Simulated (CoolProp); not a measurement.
The fluid at 298.15 K and 1.56 MPa flows at 0.056 m/s in a round tube of 20 mm bore and 15 µm roughness, fully developed (64/Re and Nu = 3.66 if laminar; Colebrook and Gnielinski if turbulent). The same conditions are run with several fluids, on thermodynamics alone (safety and materials aside).

The numbers come from the reference Helmholtz-energy equation of state of each fluid (ammonia: Gao 2020; o-xylene: Zhou 2012; propane: Lemmon 2009; m-xylene: Zhou 2012; R22: Kamei 1995) in CoolProp.

```tsv
fluid	Reynolds number	Darcy friction factor	pressure drop (Pa/m)	heat-transfer coefficient (W/(m² K))	mass flow (kg/h)
ammonia	[?]	[?]	[?]	529	38.2
o-xylene	1280	0.0499	3.43	24.0	55.5
propane	5630	0.0370	[?]	[?]	[?]
m-xylene	1640	0.0391	2.64	23.9	54.5
R22	10400	[?]	2.97	210	75.6
```

Question: Some entries are withheld; supply them.

Answer: 
- ammonia, Reynolds number: 5110
- ammonia, Darcy friction factor: 0.0380
- ammonia, pressure drop (Pa/m): 1.80
- propane, pressure drop (Pa/m): 1.43
- propane, heat-transfer coefficient (W/(m² K)): 153
- propane, mass flow (kg/h): 31.3
- R22, Darcy friction factor: 0.0317

Transport values come from each fluid's own correlations; those of R22 are estimates that may be off by 10 % or more.
